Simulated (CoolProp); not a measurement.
Vapour-liquid equilibrium of methanol (1) + toluene (2) at 0.421 MPa; x and y are mole fractions of (1).

Values from CoolProp's multi-fluid Helmholtz-energy mixture model, de Reuck 1993 and Lemmon 2006; pair parameters Bell 2016.

Q: Give the bubble temperature and the first vapour's composition at x = 0.2, 0.35, 0.65. Is there an azeotrope?

A: x = 0.2: 391.4 K, y = 0.710; x = 0.35: 386.0 K, y = 0.761; x = 0.65: 382.1 K, y = 0.816. No azeotrope shows between x = 0.05 and 0.95.

The pair parameters rest on a limited set of measurements; away from them the model extrapolates. With so large a gap from Raoult's law the liquid may split in two, which this calculation doesn't test in full.
